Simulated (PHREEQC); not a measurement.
Dissolve 0.23 mmol/kgw HF, 170 mmol/kgw NH4F and 0.039 mmol/kgw H2SiF6 at 25 °C. Closed to the air; pH follows from the charge balance.

All values are PHREEQC results (ion-association model, wateq4f.dat), not measurements.

The ionic strength comes out as 0.170 mol/kgw. What activity coefficients do F-, H+, HF2-, SiF6-2, NH4+ get?

F- 0.72, H+ 0.80, HF2- 0.72, SiF6-2 0.31, NH4+ 0.75.

No solid was allowed to form. SiF6-2 is the database's only silicon fluoride.
